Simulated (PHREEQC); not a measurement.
A made-up water analysis in mg/L, 25 °C, pH 6.5, pe 12.3:

| constituent | mg/L |
|---|---|
| Na | 0.017 |
| K | 0.00012 |
| Ca | 0.0169 |
| Mg | 5.79e-05 |
| Cl | 0.0196 |
| S(6) as SO4 | 0.00555 |
| Alkalinity as HCO3 | 0.0576 |
| Cd | 3.04e-05 |
| Cu(2) | 0.00015 |
| Br | 1.63e-05 |

Cl is adjusted to close the charge balance.
Valence states are taken as typed.

The numbers come from PHREEQC with the ion-association model, phreeqc.dat.

This is a speciation only: nothing precipitates in the calculation.

**Question.** Order these Cu species by the share of Cu that they hold, largest first: Cu(OH)2, CuOH+, Cu+2.

**Answer.** Cu+2 (81 %), Cu(OH)2 (17 %), CuOH+ (2.5 %)

The ionic strength is 2.40e-6 mol/kgw. The database's constant for dissolved Cu(OH)2 is higher than later reviews accept.
